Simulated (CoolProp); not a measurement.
Vapour-liquid equilibrium of R152A (1) + R227EA (2) at 275.6 K; x and y are mole fractions of (1).

Values from CoolProp's multi-fluid Helmholtz-energy mixture model, Outcalt 1996 and Lemmon 2016; pair parameters Bell 2016.

| x | bubble pressure (MPa) | y at the bubble point | dew pressure at overall composition x (MPa) | liquid density (mol/L) |
|---|---|---|---|---|
| 0.05 | 0.2158 | 0.059 | 0.2155 | 8.881 |
| 0.15 | 0.2214 | 0.182 | 0.2198 | 9.287 |
| 0.25 | 0.2290 | 0.307 | 0.2253 | 9.721 |
| 0.35 | 0.2378 | 0.425 | 0.2320 | 10.19 |
| 0.45 | 0.2470 | 0.533 | 0.2398 | 10.69 |
| 0.55 | 0.2562 | 0.630 | 0.2486 | 11.23 |
| 0.65 | 0.2649 | 0.718 | 0.2582 | 11.83 |
| 0.75 | 0.2728 | 0.800 | 0.2680 | 12.48 |
| 0.85 | 0.2798 | 0.878 | 0.2774 | 13.20 |
| 0.95 | 0.2856 | 0.958 | 0.2851 | 14.00 |

No azeotrope shows between x = 0.05 and 0.95.

Pair parameters are fitted to limited data, so mixtures are less certain than the pure fluids. The gap from Raoult's law changes sign with composition, which may be real or a fault of the pair parameters; it wasn't checked against measurements.
